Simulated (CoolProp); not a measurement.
Isopentane along the isotherm 500 K: density (kg/m³) from the reference equation and from simpler models built on Tc = 460.3 K, pc = 33.78 bar, ω = 0.227; each cubic takes its own stable root.

Values from CoolProp's reference Helmholtz-energy equation of state, Lemmon 2006. It is a short technical equation, of lower accuracy than the large ones.

```json
[
 {"p (bar)": "0.16", "phase": "gas", "reference": "0.2780"},
 {"p (bar)": "0.304", "phase": "gas", "reference": "0.5288"},
 {"p (bar)": "0.576", "phase": "gas", "reference": "1.004"},
 {"p (bar)": "1.09", "phase": "gas", "reference": "1.908"},
 {"p (bar)": "2.07", "phase": "gas", "reference": "3.651"},
 {"p (bar)": "3.92", "phase": "gas", "reference": "7.020"},
 {"p (bar)": "7.44", "phase": "gas", "reference": "13.73"},
 {"p (bar)": "14.1", "phase": "gas", "reference": "27.70"},
 {"p (bar)": "26.7", "phase": "gas", "reference": "60.86"},
 {"p (bar)": "50.7", "phase": "supercritical", "reference": "193.3"}
]
```

### Question
How far does each simpler model (van der Waals, Redlich-Kwong, Peng-Robinson) lie from the reference over these 10 states: mean and median of the absolute difference, and the worst?

### Answer
- van der Waals: mean 1.0 %, median 0.2 %, worst +8.2 % at 500 K and 50.7 bar
- Redlich-Kwong: mean 0.4 %, median 0.1 %, worst +2.7 % at 500 K and 50.7 bar
- Peng-Robinson: mean 0.7 %, median 0.3 %, worst +2.3 % at 500 K and 26.7 bar
